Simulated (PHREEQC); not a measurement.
Make-up at 25 °C: 110 mmol/kgw H2SO4 and 28 mmol/kgw FeSO4. Closed to the air; pH follows from the charge balance.

Computed with PHREEQC (ion-association model, phreeqc.dat).

The ionic strength comes out as 0.195 mol/kgw. What activity coefficients do FeHSO4+, Fe+2, SO4-2, HSO4-, H+ get?

FeHSO4+ 0.75, Fe+2 0.33, SO4-2 0.30, HSO4- 0.75, H+ 0.80.

No solid was allowed to form.
